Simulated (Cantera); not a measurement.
Feed: 1 mol SiCl4, 1.2 mol H2, held at 852 °C and 0.140 bar.

Method: chemical equilibrium by Gibbs-energy minimisation in Cantera with the NASA 1993 tables (ideal gas, pure condensed phases). Candidate condensed phases: Si; 19 gas species. The tables' values for SiCl3 are old estimates; treat these amounts as uncertain. Equilibrium is a limit: real reactors are often held back by kinetics, nucleation or transport.

Base state: H2 0.480, SiCl4 0.385, HCl 0.0702, SiHCl3 0.0457, SiCl3 0.0128, SiCl2 0.00521, SiH2Cl2 0.000667 (mole fractions); condensed: gas only.

Q: What changes in the equilibrium state with this change: temperature from 852 °C to 325 °C?

A: 
```
species    before    after
-------  --------  -------
H2          0.480    0.543
SiCl4       0.385    0.452
HCl        0.0702  0.00254
SiCl3      0.0128  2.72e-8
SiHCl3     0.0457  0.00254
SiCl2     0.00521    <1e-9
SiH2Cl2  0.000667  7.09e-7
```
